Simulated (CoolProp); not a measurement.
Methanol at several states: density (kg/m³) from the reference equation and from simpler models built on Tc = 240.2 °C, pc = 82.16 bar, ω = 0.565; each cubic takes its own stable root.

Model: reference Helmholtz-energy equation of state, de Reuck 1993, in CoolProp.

| T (°C) | p (bar) | phase | reference | van der Waals | Redlich-Kwong | Soave-Redlich-Kwong | Peng-Robinson |
|---|---|---|---|---|---|---|---|
| 48.45 | 46 | liquid | 769.0 | 377.9 | 551.7 | 591.0 | 665.6 |
| 317.25 | 4.7 | gas | 3.101 | 3.106 | 3.108 | 3.102 | 3.107 |
| -68.25 | 6.6 | liquid | 875.8 | 426.1 | 634.8 | 657.4 | 736.0 |
| 116.75 | 0.121 | gas | 0.1198 | 0.1197 | 0.1197 | 0.1198 | 0.1198 |
| 17.05 | 1.51 | liquid | 793.8 | 2.047 | 574.7 | 611.5 | 687.7 |
| 107.55 | 0.975 | gas | 1.003 | 0.9941 | 0.9963 | 0.9986 | 0.9991 |

At some of these states van der Waals gives the other phase, because its saturation line lies elsewhere.
